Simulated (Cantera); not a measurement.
A perfectly stirred reactor is fed with 7.30 % CO, 11.0 % H2, 1.39 % CH4, 9.93 % O2, 70.4 % N2, at 6.02 atm; it is adiabatic with a 350 K inlet, and is followed from long to short residence time, starting on the burning branch (τ in s: 0.085, 0.032, 0.012, 0.0045, 0.0017, 0.00064, 0.00024, 9.2e-05, 3.5e-05, 1.3e-05, 4.9e-06).

Cantera simulation using GRI-Mech 3.0 (53 species, 325 reactions); the numbers are that mechanism's predictions, not measurements.

Q: Predict: blow-out, bracketed by the residence times tried; x(CO) at τ = 85.0 ms; x(H2) at τ = 85.0 ms; x(CH4) at τ = 85.0 ms; x(CH2) at τ = 85.0 ms; x(CO) at τ = 0.640 ms; x(H2) at τ = 0.640 ms; x(CH4) at τ = 0.640 ms; x(NO2) at τ = 0.640 ms; x(CH2) at τ = 0.640 ms.

A: 
```json
{
  "blow_out_bracketed_by_the_residence_times_tried": "burning at 92.0 µs, out at 35.0 µs",
  "x(CO) at τ = 85.0 ms": "0.0279",
  "x(H2) at τ = 85.0 ms": "0.0147",
  "x(CH4) at τ = 85.0 ms": "1.33e-5",
  "x(CH2) at τ = 85.0 ms": "2.72e-8",
  "x(CO) at τ = 0.640 ms": "0.0302",
  "x(H2) at τ = 0.640 ms": "0.0151",
  "x(CH4) at τ = 0.640 ms": "6.20e-5",
  "x(NO2) at τ = 0.640 ms": "7.19e-9",
  "x(CH2) at τ = 0.640 ms": "6.48e-7"
}
```
